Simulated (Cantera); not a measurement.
NO annealing gas

An isothermal, constant-pressure homogeneous reactor starts with NO : N2 : H2O = 1 : 3.3 : 0.0059 (molar parts), at 1950 K and 10000 Pa.

Model: GRI-Mech 3.0 (53 species, 325 reactions), integrated in Cantera.

```
t (s)      x NO     x NO2   x N2    x N2O      x O2       x O
--------  -----  --------  -----  -------  --------  --------
3.00e-5   0.232  4.30e-10  0.766  1.29e-7  5.32e-11   1.28e-7
0.000114  0.232   6.05e-9  0.766  4.88e-7  7.61e-10   4.78e-7
0.000434  0.232   8.04e-8  0.766  1.80e-6   1.10e-8   1.68e-6
0.00165   0.232   8.82e-7  0.766  6.18e-6   2.03e-7   5.22e-6
0.00628   0.232   5.08e-6  0.766  1.60e-5   8.35e-6   1.58e-5
0.0239    0.232   4.62e-6  0.766  1.83e-5  0.000133   2.95e-5
0.0909    0.231   7.51e-6  0.767  1.80e-5  0.000587   4.99e-5
0.346     0.227   1.45e-5  0.769  1.88e-5   0.00238   8.57e-5
1.31      0.212   2.73e-5  0.776  1.68e-5   0.00980  0.000157
5.00      0.155   3.92e-5  0.805  8.73e-6    0.0385  0.000291
```
x: mole fraction; the columns are a selection and need not sum to one.

Equilibrium at this temperature and pressure: NO 0.00518, NO2 2.26e-6, N2 0.880, N2O 9.77e-8, O2 0.113, O 0.000483 (gas phase only).
